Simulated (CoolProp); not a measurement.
Vapour-liquid equilibrium of R114 (1) + ethanol (2) at 109.55 °C; x and y are mole fractions of (1).

The numbers come from the multi-fluid Helmholtz-energy mixture model, Platzer 1990 and Schroeder 2014; pair parameters Bell 2016 in CoolProp. This equation is an older, rougher fit; its heat capacities, sound speeds and derivatives of the liquid may be far off and weren't checked against measurements.

```json
[
 {"x": "0.05", "bubble pressure (bar)": "5.218", "y at the bubble point": "0.414", "dew pressure at overall composition x (bar)": "3.243", "liquid density (mol/L)": "14.58"},
 {"x": "0.2", "bubble pressure (bar)": "11.73", "y at the bubble point": "0.754", "dew pressure at overall composition x (bar)": "3.848", "liquid density (mol/L)": "12.73"},
 {"x": "0.35", "bubble pressure (bar)": "15.46", "y at the bubble point": "0.822", "dew pressure at overall composition x (bar)": "4.720", "liquid density (mol/L)": "11.10"},
 {"x": "0.5", "bubble pressure (bar)": "16.32", "y at the bubble point": "0.835", "dew pressure at overall composition x (bar)": "6.078", "liquid density (mol/L)": "9.673"},
 {"x": "0.65", "bubble pressure (bar)": "16.46", "y at the bubble point": "0.839", "dew pressure at overall composition x (bar)": "8.502", "liquid density (mol/L)": "8.436"},
 {"x": "0.8", "bubble pressure (bar)": "16.95", "y at the bubble point": "0.863", "dew pressure at overall composition x (bar)": "14.05", "liquid density (mol/L)": "7.429"},
 {"x": "0.95", "bubble pressure (bar)": "17.31", "y at the bubble point": "0.947", "dew pressure at overall composition x (bar)": "17.30", "liquid density (mol/L)": "6.713"}
]
```

y crosses x between x = 0.8 and 0.95: the model has an azeotrope there.

The pair parameters rest on a limited set of measurements; away from them the model extrapolates. With so large a gap from Raoult's law the liquid may split in two, which this calculation doesn't test in full.
